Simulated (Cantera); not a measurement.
Cantera run:

```python
import numpy as np
import cantera as ct

gas_names = [...]  # 113 gases of nasa_gas.yaml made of C, H, O, Ti
cond_names = """
    C(gr) C6H6(L) C7H8(L) C8H18(L),n-octa H2O(s) H2O(L) Ti(a) Ti(b) Ti(L) TiC(s) TiC(L) TiO(a) TiO(b)
    TiO(L) TiO2(ru) TiO2(L) Ti2O3(a) Ti2O3(b) Ti2O3(L) Ti3O5(a) Ti3O5(b) Ti3O5(L) Ti4O7(s) Ti4O7(L)
""".split()


# ... load() reads the species with a 1 bar reference pressure and builds the phases ...
atoms = {
    'TiO2': {'Ti': 1, 'O': 2},
    'CH4': {'C': 1, 'H': 4},
    'CO': {'C': 1, 'O': 1},
}
top_T = {'C(gr)': 4500}  # K; cautious upper limits of use, not melting points


# ... equilibrate(T, P, feed) seeds the gas with the atoms and calls Mixture.equilibrate('TP', solver="vcs", rtol=1e-11, max_steps=5000) ...
results = []
feed = {'TiO2': 1, 'CH4': 0.7, 'CO': 0.039}  # mol
T = 1875  # K
P = 3900  # Pa
mix = equilibrate(T, P, feed)
results.append((T, P, feed, dict(zip(mix.species_names, mix.species_moles))))
print(gas.report(threshold=0.0001))
for i in range(1, mix.n_phases):
    print(f"{mix.phase(i).name:16s} {mix.phase_moles(i):12.5e} mol")
```

It prints:

```
       temperature   1875 K
          pressure   3900 Pa
           density   0.0025824 kg/m^3
  mean mol. weight   10.323 kg/kmol
   phase of matter   gas

                          1 kg             1 kmol
                     ---------------   ---------------
          enthalpy        1.4561e+06        1.5031e+07  J
   internal energy            -54083       -5.5829e+05  J
           entropy             23339        2.4093e+05  J/K
    Gibbs function       -4.2305e+07        -4.367e+08  J
 heat capacity c_p            3338.8             34466  J/K
 heat capacity c_v            2533.3             26151  J/K

                      mass frac. Y      mole frac. X     chem. pot. / RT
                     ---------------   ---------------   ---------------
                CO           0.86713           0.31957            -38.96
                 H        0.00026679         0.0027322           -11.455
                H2           0.13233           0.67756            -22.91
               H2O           0.00021        0.00012033           -54.972
     [ +109 minor]        7.1049e-05        1.5978e-05

C(gr)             0.00000e+00 mol
Ti(b)             0.00000e+00 mol
TiC(s)            8.01096e-02 mol
TiO(b)            0.00000e+00 mol
TiO2(ru)          0.00000e+00 mol
Ti2O3(b)          4.59943e-01 mol
Ti3O5(b)          0.00000e+00 mol
Ti4O7(s)          0.00000e+00 mol
```

Equilibrium computed with Cantera from the NASA thermochemical tables; the gas is ideal and each condensed phase is pure. Mutual solubility and eutectic melting of coexisting phases are not modelled. TiC: taken at fixed stoichiometry.
